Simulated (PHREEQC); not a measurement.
0.1 mol of Fluorite (CaF2) is brought to equilibrium with 1 kg of water holding 0.001 mol/kgw NaCl, at 25 °C, the pH being set by adding NaOH or HCl. Oxygen is held at 0.21 atm. The system is closed to CO2. The run lets Fluorite precipitate or redissolve, and no other solid.

Base run: PHREEQC, ion-association model, phreeqc.dat. Each further column changes one thing. The table gives dissolved Ca (mol/kgw).

```json
[
 {"pH": "2", "base": "0.00139", "temperature from 25 to 40 °C": "0.00187", "temperature from 25 to 45 °C": "(withheld)"},
 {"pH": "3.83", "base": "0.000231", "temperature from 25 to 40 °C": "0.000270", "temperature from 25 to 45 °C": "0.000284"},
 {"pH": "4.75", "base": "0.000205", "temperature from 25 to 40 °C": "(withheld)", "temperature from 25 to 45 °C": "(withheld)"},
 {"pH": "5.67", "base": "0.000202", "temperature from 25 to 40 °C": "0.000228", "temperature from 25 to 45 °C": "0.000236"},
 {"pH": "7.5", "base": "0.000202", "temperature from 25 to 40 °C": "0.000228", "temperature from 25 to 45 °C": "(withheld)"},
 {"pH": "9.33", "base": "0.000202", "temperature from 25 to 40 °C": "0.000228", "temperature from 25 to 45 °C": "0.000236"},
 {"pH": "10.25", "base": "0.000203", "temperature from 25 to 40 °C": "0.000231", "temperature from 25 to 45 °C": "(withheld)"},
 {"pH": "11.17", "base": "0.000210", "temperature from 25 to 40 °C": "0.000248", "temperature from 25 to 45 °C": "0.000263"},
 {"pH": "13", "base": "0.000397", "temperature from 25 to 40 °C": "0.000552", "temperature from 25 to 45 °C": "0.000609"}
]
```

**Question.** Fill in the missing entries.

**Answer.** 
- 2, temperature from 25 to 45 °C: 0.00206
- 4.75, temperature from 25 to 40 °C: 0.000233
- 4.75, temperature from 25 to 45 °C: 0.000241
- 7.5, temperature from 25 to 45 °C: 0.000235
- 10.25, temperature from 25 to 45 °C: 0.000240

 Constants without temperature data keep their 25 °C values here.
